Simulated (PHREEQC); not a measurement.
## Acid rinse or clean

Make-up at 25 °C and 10 atm: 0.0023 mol HCl and 0.0032 mol KCl per kg of water. Closed to the air; pH follows from the charge balance.

Model: ion-association model, phreeqc.dat, run in PHREEQC.

Each row changes one thing in this solution. No solid was allowed to form.

```tsv
case	pH	ionic strength (mol/kgw)	SI of Sylvite (KCl)
as made	2.67	0.00550	-5.73
HCl left out	6.99	0.00320	-5.95
KCl from 0.0032 to 0.016 mol/kgw	2.69	0.0183	-4.55
KCl from 0.0032 to 0.032 mol/kgw	2.70	0.0343	-4.02
KCl from 0.0032 to 0.0016 mol/kgw	2.67	0.00390	-6.17
KCl replaced by KHSO4 at the same molality	2.36	0.0103	-6.13
temperature from 25 to 30 °C	2.67	0.00550	-5.75
HCl from 0.0023 to 0.00023 mol/kgw	3.66	0.00343	-5.92
```
